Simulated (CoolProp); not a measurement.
Properties of sulfur dioxide along the isotherm 217.45 °C (Tc = 157.5 °C, pc = 7.887 MPa, ω = 0.256).

Model: reference Helmholtz-energy equation of state, Gao 2016, in CoolProp.

```
p (MPa)          phase  density (kg/m³)  cv (kJ/(kg K))
-------  -------------  ---------------  --------------
0.111              gas            1.749               …
0.227              gas            3.588               …
0.467              gas            7.431          0.5971
0.958              gas            15.46          0.6017
1.97               gas            32.78          0.6117
4.04               gas                …          0.6344
8.3      supercritical            176.8          0.6933
17       supercritical                …               …
35       supercritical            902.4               …
```

### Question
Complete the blanks.

### Answer

- 0.111, cv (kJ/(kg K)): 0.5938
- 0.227, cv (kJ/(kg K)): 0.5948
- 4.04, density (kg/m³): 72.02
- 17, density (kg/m³): 569.9
- 17, cv (kJ/(kg K)): 0.7863
- 35, cv (kJ/(kg K)): 0.7384
